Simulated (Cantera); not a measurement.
## Low-pressure radical oxidation in H2/O2

An isothermal, constant-pressure homogeneous reactor starts with 0.330 % H₂, 80.4 % O₂, 19.3 % N₂, equivalence ratio 0.0021, at 948 K and 0.0267 bar.

Computed with Cantera and the H2/O2 subset of GRI-Mech 3.0, which has no nitrogen chemistry. Radical loss at walls, strong at low pressure, is not modelled. Below about 950 K walls govern HO2 and H2O2 in real vessels.

```tsv
t (s)	x H₂	x O₂	x HO₂	x O	x H
7.00e-5	0.00330	0.804	<1e-12	<1e-12	<1e-12
0.000309	0.00330	0.804	3.65e-12	2.35e-12	1.39e-12
0.00136	0.00330	0.804	1.67e-11	2.17e-11	3.45e-12
0.00600	0.00330	0.804	1.04e-10	5.81e-10	4.95e-11
0.0265	0.00325	0.804	1.40e-6	2.93e-5	2.53e-6
0.117	1.40e-5	0.803	9.03e-7	0.000270	4.65e-6
0.514	4.94e-7	0.803	2.06e-7	2.58e-5	1.15e-7
2.27	2.74e-8	0.803	3.32e-8	1.84e-6	2.25e-9
10.0	1.27e-9	0.803	4.31e-9	1.67e-7	6.26e-11
```
x: mole fraction; the columns are a selection and need not sum to one.

Equilibrium at this temperature and pressure: H₂ <1e-12, O₂ 0.803, HO₂ 7.78e-11, O 1.64e-10, H <1e-12 (gas phase only).
